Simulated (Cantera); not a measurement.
Feed: 1 mol SiO2, a varied amount of C, 0.16 mol N2, at 1552 °C and 3.00 bar.

Cantera equilibrium calculation (NASA polynomials, part measured and part estimated; ideal gas, pure solids and liquids). Candidate condensed phases: C, Si, SiC, SiO2, Si2N2O, Si3N4; 34 gas species. Mutual solubility and eutectic melting of coexisting phases are not modelled. The tables hold silica as quartz up to 1696 K and as liquid above; real silica turns to tridymite and cristobalite and melts near 1996 K. The numbers say what is thermodynamically allowed, not how fast it happens.

**Question.** Which condensed phases are stable at each of these points (n(C) (mol)): 0.0034, 0.0076, 0.017, 0.038, 0.086, 0.19, 0.43?

**Answer.** 
```csv
n(C) (mol),condensed phases,Si condensed (%)
0.0034,SiO2(condensed) + Si2N2O(s),100.0
0.0076,SiO2(condensed) + Si2N2O(s),100.0
0.017,SiO2(condensed) + Si2N2O(s),100.0
0.038,SiO2(condensed) + Si2N2O(s),100.0
0.086,SiO2(condensed) + Si2N2O(s),100.0
0.19,SiO2(condensed) + Si2N2O(s),100.0
0.43,C(graphite) + SiO2(condensed) + Si2N2O(s),99.9
```

From 0.0034 mol C to 0.19 mol C the condensed part is SiO2(condensed) + Si2N2O(s). At 0.43 mol C the condensed part is C(graphite) + SiO2(condensed) + Si2N2O(s).
